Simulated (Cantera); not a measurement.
Cantera run:

```python
import numpy as np
import cantera as ct

gas_names = """
    H H2 Si SiH SiH2 SiH3 SiH4 Si2 Si3
""".split()
cond_names = """
    Si(cr) Si(L)
""".split()


# ... load() reads the species with a 1 bar reference pressure and builds the phases ...
atoms = {
    'Si2H6': {'Si': 2, 'H': 6},
    'H2': {'H': 2},
}
top_T = {}  # K; cautious upper limits of use, not melting points


# ... equilibrate(T, P, feed) seeds the gas with the atoms and calls Mixture.equilibrate('TP', solver="vcs", rtol=1e-11, max_steps=5000) ...
results = []
feed = {'Si2H6': 1, 'H2': 9.9}  # mol
P = 2100  # Pa
for T in [1250, 1300, 1350, 1400, 1450, 1500, 1550, 1600, 1650, 1700, 1750]:
    mix = equilibrate(T, P, feed)
    results.append((T, P, feed, dict(zip(mix.species_names, mix.species_moles))))

top = {s: max(r[3][s] / sum(r[3][g] for g in gas_names) for r in results) for s in gas_names}
cols = sorted((s for s in top if top[s] > 0.001), key=lambda s: -top[s])[:9]
seen = [c for c in cond_names if any(r[3].get(c, 0) > 1e-12 for r in results)]
print("log10 of partial pressures in bar; condensed amounts in mol")
print(f"{'T/K':>10s}" + "".join(f"{s[:9]:>10s}" for s in cols + seen))
for T, P, feed, n in results:
    ng = sum(n[g] for g in gas_names)
    print(f"{T:10.4g}" + "".join(f"{np.log10(max(n[s] / ng * P / 1e5, 1e-99)):10.3f}" for s in cols)
          + "".join(f"{n.get(c, 0):10.4g}" for c in seen))
```

It prints:

```
log10 of partial pressures in bar; condensed amounts in mol
       T/K        H2         H    Si(cr)     Si(L)
      1250    -1.678    -7.155         2         0
      1300    -1.678    -6.795         2         0
      1350    -1.678    -6.462         2         0
      1400    -1.678    -6.152         2         0
      1450    -1.678    -5.863         2         0
      1500    -1.678    -5.593         2         0
      1550    -1.678    -5.341         2         0
      1600    -1.678    -5.104         2         0
      1650    -1.678    -4.881         2         0
      1700    -1.678    -4.671         0     1.999
      1750    -1.679    -4.473         0     1.999
```

Equilibrium computed with Cantera from the NASA thermochemical tables; the gas is ideal and each condensed phase is pure. The feed counts by its element totals alone. Gases not in the tables: Si2H6 and higher silanes.
